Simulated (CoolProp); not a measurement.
Vapour-liquid equilibrium of methanol (1) + ethanol (2) at 163.85 °C; x and y are mole fractions of (1).

Model: multi-fluid Helmholtz-energy mixture model, de Reuck 1993 and Schroeder 2014; pair parameters Bell 2016, in CoolProp.

Give the bubble pressure and the first vapour's composition at x = 0.425, 0.575, 0.8. Is there an azeotrope?

x = 0.425: 1.592 MPa, y = 0.483; x = 0.575: 1.669 MPa, y = 0.632; x = 0.8: 1.794 MPa, y = 0.838. No azeotrope shows between x = 0.05 and 0.95.

The pair parameters rest on a limited set of measurements; away from them the model extrapolates.
